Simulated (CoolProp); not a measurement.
Oxygen along the isotherm -91.65 °C: Z from the reference equation and from simpler models built on Tc = -118.6 °C, pc = 50.46 bar, ω = 0.022; each cubic takes its own stable root.

The numbers come from the reference Helmholtz-energy equation of state, Schmidt 1985 in CoolProp.

```json
[
 {"p (bar)": "31.5", "phase": "gas", "reference": "0.8623", "van der Waals": "0.8619", "Redlich-Kwong": "0.8593", "Soave-Redlich-Kwong": "0.8611", "Peng-Robinson": "0.8424"},
 {"p (bar)": "63.1", "phase": "supercritical", "reference": "0.7008", "van der Waals": "0.6810", "Redlich-Kwong": "0.7001", "Soave-Redlich-Kwong": "0.7052", "Peng-Robinson": "0.6735"},
 {"p (bar)": "94.6", "phase": "supercritical", "reference": "0.5412", "van der Waals": "0.5194", "Redlich-Kwong": "0.5596", "Soave-Redlich-Kwong": "0.5682", "Peng-Robinson": "0.5329"},
 {"p (bar)": "126", "phase": "supercritical", "reference": "0.4974", "van der Waals": "0.5478", "Redlich-Kwong": "0.5320", "Soave-Redlich-Kwong": "0.5388", "Peng-Robinson": "0.4991"},
 {"p (bar)": "158", "phase": "supercritical", "reference": "0.5319", "van der Waals": "0.6189", "Redlich-Kwong": "0.5657", "Soave-Redlich-Kwong": "0.5709", "Peng-Robinson": "0.5244"},
 {"p (bar)": "189", "phase": "supercritical", "reference": "0.5842", "van der Waals": "0.6955", "Redlich-Kwong": "0.6143", "Soave-Redlich-Kwong": "0.6188", "Peng-Robinson": "0.5657"},
 {"p (bar)": "221", "phase": "supercritical", "reference": "0.6440", "van der Waals": "0.7766", "Redlich-Kwong": "0.6699", "Soave-Redlich-Kwong": "0.6739", "Peng-Robinson": "0.6142"},
 {"p (bar)": "252", "phase": "supercritical", "reference": "0.7038", "van der Waals": "0.8555", "Redlich-Kwong": "0.7256", "Soave-Redlich-Kwong": "0.7293", "Peng-Robinson": "0.6633"}
]
```
